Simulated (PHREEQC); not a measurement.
Solution (85 °C): 0.21 mol/kgw CuCl2, 0.0019 mol/kgw H2SO4 and 5.9e-05 mol/kgw H3BO3. Closed to the air; pH follows from the charge balance.

All values are PHREEQC results (ion-association model, phreeqc.dat), not measurements.

This is a speciation only: nothing precipitates in the calculation.

**Question.** Estimate the pH, activity of water, density.

**Answer.** pH 2.58; activity of water 0.992; density 0.993 g/cm³.

**Question.** In which forms is Cl present?

**Answer.** Cl- 63 %, CuCl+ 31 %, CuCl2 5.9 % of the Cl.

At this temperature some constants are extrapolated from 25 °C, and those without enthalpy data are left unchanged.
